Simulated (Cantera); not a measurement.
What does this Cantera script print?

```python
import numpy as np
import cantera as ct

gas_names = """
    CL CL2 H HCL H2 Si SiCL SiCL2 SiCL3 SiCL4 SiH SiHCL3 SiH2 SiH2CL2 SiH3 SiH3CL SiH4 Si2 Si3
""".split()
cond_names = """
    Si(cr) Si(L)
""".split()


# ... load() reads the species with a 1 bar reference pressure and builds the phases ...
atoms = {
    'Si': {'Si': 1},
    'HCl': {'H': 1, 'CL': 1},
    'H2': {'H': 2},
}
top_T = {}  # K; cautious upper limits of use, not melting points


# ... equilibrate(T, P, feed) seeds the gas with the atoms and calls Mixture.equilibrate('TP', solver="vcs", rtol=1e-11, max_steps=5000) ...
results = []
feed = {'Si': 1, 'HCl': 5.2, 'H2': 17}  # mol
P = 101325  # Pa
for T in [500, 600, 700, 800, 900, 1000, 1100, 1200, 1300, 1400, 1500, 1600, 1700]:
    mix = equilibrate(T, P, feed)
    results.append((T, P, feed, dict(zip(mix.species_names, mix.species_moles))))
    x = sorted(zip(gas.X, gas.species_names), reverse=True)
    print(f"T = {T:g} K  P = {P:g} Pa  gas = {mix.phase_moles(0):.4g} mol")
    print("   x: " + "  ".join(f"{s} {v:.3e}" for v, s in x if v > 0.001))
    print("   condensed (mol): " + ("  ".join(f"{mix.phase(i).name} {mix.phase_moles(i):.4g}"
          for i in range(1, mix.n_phases) if mix.phase_moles(i) > 1e-12) or "none"))
```

Result:

```
T = 500 K  P = 101325 Pa  gas = 21.2 mol
   x: H2 8.962e-01  HCL 5.660e-02  SiCL4 4.717e-02
   condensed (mol): none
T = 600 K  P = 101325 Pa  gas = 21.2 mol
   x: H2 8.962e-01  HCL 5.662e-02  SiCL4 4.715e-02
   condensed (mol): none
T = 700 K  P = 101325 Pa  gas = 21.2 mol
   x: H2 8.961e-01  HCL 5.676e-02  SiCL4 4.702e-02
   condensed (mol): none
T = 800 K  P = 101325 Pa  gas = 21.2 mol
   x: H2 8.956e-01  HCL 5.726e-02  SiCL4 4.651e-02
   condensed (mol): none
T = 900 K  P = 101325 Pa  gas = 21.2 mol
   x: H2 8.942e-01  HCL 5.859e-02  SiCL4 4.519e-02  SiHCL3 1.959e-03
   condensed (mol): none
T = 1000 K  P = 101325 Pa  gas = 21.2 mol
   x: H2 8.917e-01  HCL 6.117e-02  SiCL4 4.265e-02  SiHCL3 4.382e-03
   condensed (mol): none
T = 1100 K  P = 101325 Pa  gas = 21.21 mol
   x: H2 8.875e-01  HCL 6.532e-02  SiCL4 3.868e-02  SiHCL3 7.752e-03
   condensed (mol): none
T = 1200 K  P = 101325 Pa  gas = 21.23 mol
   x: H2 8.811e-01  HCL 7.182e-02  SiCL4 3.306e-02  SiHCL3 1.104e-02  SiCL3 1.720e-03
   condensed (mol): none
T = 1300 K  P = 101325 Pa  gas = 21.34 mol
   x: H2 8.702e-01  HCL 8.296e-02  SiCL4 2.531e-02  SiHCL3 1.210e-02  SiCL2 4.324e-03  SiCL3 4.295e-03
   condensed (mol): none
T = 1400 K  P = 101325 Pa  gas = 21.55 mol
   x: H2 8.537e-01  HCL 9.988e-02  SiCL4 1.599e-02  SiCL2 1.286e-02  SiHCL3 9.676e-03  SiCL3 6.961e-03
   condensed (mol): none
T = 1500 K  P = 101325 Pa  gas = 21.8 mol
   x: H2 8.365e-01  HCL 1.176e-01  SiCL2 2.383e-02  SiCL4 7.862e-03  SiCL3 7.680e-03  SiHCL3 5.793e-03
   condensed (mol): none
T = 1600 K  P = 101325 Pa  gas = 21.99 mol
   x: H2 8.244e-01  HCL 1.301e-01  SiCL2 3.263e-02  SiCL3 6.421e-03  SiCL4 3.113e-03  SiHCL3 2.849e-03
   condensed (mol): none
T = 1700 K  P = 101325 Pa  gas = 22.09 mol
   x: H2 8.179e-01  HCL 1.367e-01  SiCL2 3.792e-02  SiCL3 4.644e-03  SiHCL3 1.296e-03  SiCL4 1.120e-03
   condensed (mol): none
```

Cantera equilibrium calculation (NASA polynomials, part measured and part estimated; ideal gas, pure solids and liquids). The tables' values for SiCl3 are old estimates; treat these amounts as uncertain.
